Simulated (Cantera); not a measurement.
Mixture: 15.7 % CH4, 0.487 % CO, 17.6 % O2, 66.2 % N2, at 130000 Pa, adiabatic and at constant pressure. Ignition delay is the time to a rise of 400 K.

Model: GRI-Mech 3.0 (53 species, 325 reactions), integrated in Cantera.

Q: Predict: delay at 1100 K; delay at 1175 K; delay at 1250 K; delay at 1325 K; delay at 1400 K; apparent activation energy between 1250 and 1400 K.

A: 
* **delay at 1100 K**: 0.238 s
* **delay at 1175 K**: 75.7 ms
* **delay at 1250 K**: 26.3 ms
* **delay at 1325 K**: 9.80 ms
* **delay at 1400 K**: 3.90 ms
* **apparent activation energy between 1250 and 1400 K**: 190 kJ/mol
